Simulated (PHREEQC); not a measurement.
## Sulfide liquor (model solution)

Make-up at 90 °C: 0.098 mol NH4HS and 0.00015 mol FeCl2 per kg of water. Closed to the air; pH follows from the charge balance.

Equilibrium calculation in PHREEQC: ion-association model, wateq4f.dat.

Precipitation was switched off in this run.

Problem. Estimate the pH, ionic strength.

Solution. pH 7.06; ionic strength 0.0809 mol/kgw.

Problem. In which forms is N present?

Solution. NH4+ 83 %, NH3 17 % of the N.

Species that the database lacks are ignored. Constants without temperature data keep their 25 °C values here. The polysulfide entries of wateq4f.dat were taken out for this run.
